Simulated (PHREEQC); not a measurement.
## Brine: an equilibrium model

Dissolve 6 mol KOH, 0.015 mol K2SO4 and 0.34 mol KBr per kg of water at 20 °C. Closed to the air; pH follows from the charge balance.

The numbers come from PHREEQC with the Pitzer model, pitzer.dat.

This is a speciation only: nothing precipitates in the calculation.

Task: What pH, osmotic coefficient, density does the model give?

Result: pH 15.82; osmotic coefficient 1.667; density 1.233 g/cm³.

Complexes and solids missing from the database can't appear. In brines, pH and single-ion activities rest on the MacInnes convention.
